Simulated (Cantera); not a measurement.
Mixture: C3H8 : O2 : N2 : H2O = 1 : 8.06 : 30.3 : 4.5 (molar parts), equivalence ratio 0.62, at 1.00 atm, adiabatic and at constant volume. Ignition delay is the time to a rise of 400 K.

Detailed kinetics in Cantera: GRI-Mech 3.0 (53 species, 325 reactions). GRI-Mech 3.0 was tuned for natural gas; its chemistry of propane as a main component is partial and can be far from experiment.

Task: What does this change do: pressure from 1.00 atm to 25.7 atm?

Result: 
| quantity | before | after |
|---|---|---|
| delay at 1000 K | 0.563 s | 24.4 ms |
| delay at 1100 K | 54.9 ms | 3.74 ms |
| delay at 1200 K | 6.20 ms | 0.684 ms |
| delay at 1300 K | 0.969 ms | 0.145 ms |
| delay at 1400 K | 0.221 ms | 36.5 µs |
| apparent activation energy between 1350 and 1450 K | 210 kJ/mol | 210 kJ/mol |
The pressure lies above the range GRI-Mech 3.0 was tuned for (to about 10 atm).

Task: What does this change do: O2 8.06 to 4.4 parts?

Result: 
```tsv
quantity	before	after
delay at 1000 K	0.563 s	0.949 s
delay at 1100 K	54.9 ms	86.6 ms
delay at 1200 K	6.20 ms	9.74 ms
delay at 1300 K	0.969 ms	1.56 ms
delay at 1400 K	0.221 ms	0.357 ms
apparent activation energy between 1350 and 1450 K	210 kJ/mol	210 kJ/mol
```
